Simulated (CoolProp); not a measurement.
n-nonane along the isobar 0.414 MPa: Z from the reference equation and from simpler models built on Tc = 594.5 K, pc = 2.282 MPa, ω = 0.443; each cubic takes its own stable root.

The numbers come from the reference Helmholtz-energy equation of state, Lemmon 2006 in CoolProp. It is a short technical equation, of lower accuracy than the large ones.

| T (K) | phase | reference | van der Waals | Redlich-Kwong | Soave-Redlich-Kwong | Peng-Robinson |
|---|---|---|---|---|---|---|
| 446 | liquid | 0.02433 | 0.8812 | 0.03095 | 0.02865 | 0.02530 |
| 456.1 | liquid | 0.02420 | 0.8880 | 0.03097 | 0.02859 | 0.02523 |
| 466.2 | liquid | 0.02412 | 0.8942 | 0.8624 | 0.02859 | 0.02522 |
| 476.4 | liquid | 0.02407 | 0.9000 | 0.8716 | 0.02868 | 0.02528 |
| 496.6 | gas | 0.8577 | 0.9102 | 0.8874 | 0.8714 | 0.8635 |
| 506.7 | gas | 0.8698 | 0.9148 | 0.8943 | 0.8809 | 0.8730 |
| 516.8 | gas | 0.8806 | 0.9190 | 0.9007 | 0.8895 | 0.8817 |
| 526.9 | gas | 0.8901 | 0.9229 | 0.9065 | 0.8973 | 0.8897 |
| 537 | gas | 0.8986 | 0.9266 | 0.9118 | 0.9045 | 0.8969 |

At some of these states van der Waals, Redlich-Kwong gives the other phase, because its saturation line lies elsewhere.
